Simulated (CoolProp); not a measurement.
Vapour-liquid equilibrium of n-pentane (1) + toluene (2) at 86.05 °C; x and y are mole fractions of (1).

The numbers come from the multi-fluid Helmholtz-energy mixture model, Thol 2019 and Lemmon 2006; pair parameters Bell 2016 in CoolProp.

```tsv
x	bubble pressure (bar)	y at the bubble point	dew pressure at overall composition x (bar)	liquid density (mol/L)
0.05	(withheld)	0.385	0.5006	8.683
0.125	1.118	0.613	0.5407	8.619
0.2	1.453	0.720	0.5878	8.554
0.275	1.758	0.784	(withheld)	8.486
0.35	2.040	0.827	0.7111	8.415
0.425	2.306	0.859	0.7941	8.343
0.5	2.560	0.885	0.8987	8.267
0.575	2.807	0.906	(withheld)	8.189
0.65	3.052	0.925	1.217	8.109
0.725	(withheld)	0.942	1.473	8.025
0.8	3.550	0.959	1.855	7.937
0.875	3.812	0.974	(withheld)	(withheld)
0.95	4.086	0.990	3.415	7.752
```

Problem. Some entries are withheld; supply them.

Solution. 
- 0.05, bubble pressure (bar): 0.7480
- 0.275, dew pressure at overall composition x (bar): 0.6436
- 0.575, dew pressure at overall composition x (bar): 1.034
- 0.725, bubble pressure (bar): 3.299
- 0.875, dew pressure at overall composition x (bar): 2.457
- 0.875, liquid density (mol/L): 7.846

No azeotrope shows between x = 0.05 and 0.95.

Pair parameters are fitted to limited data, so mixtures are less certain than the pure fluids.
